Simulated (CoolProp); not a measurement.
Vapour-liquid equilibrium of n-heptane (1) + o-xylene (2) at 0.312 MPa; x and y are mole fractions of (1).

Model: multi-fluid Helmholtz-energy mixture model, Span 2003 and Zhou 2012; pair parameters Bell 2016, in CoolProp.

| x | bubble temperature, mixture model (K) | bubble temperature, Raoult's law (K) | y, mixture model | y, Raoult's law |
|---|---|---|---|---|
| 0.05 | 460.4 | 461.6 | 0.139 | 0.128 |
| 0.2 | 447.8 | 450.7 | 0.428 | 0.419 |
| 0.35 | 438.7 | 441.7 | 0.606 | 0.616 |
| 0.5 | 431.7 | 434.0 | 0.730 | 0.753 |
| 0.65 | 425.9 | 427.4 | 0.826 | 0.853 |
| 0.8 | 421.0 | 421.7 | 0.906 | 0.928 |
| 0.95 | 416.5 | 416.6 | 0.977 | 0.984 |

The largest gap from Raoult's law is -3.0 K in bubble temperature, at x = 0.35. No azeotrope shows between x = 0.05 and 0.95.

Pair parameters are fitted to limited data, so mixtures are less certain than the pure fluids.
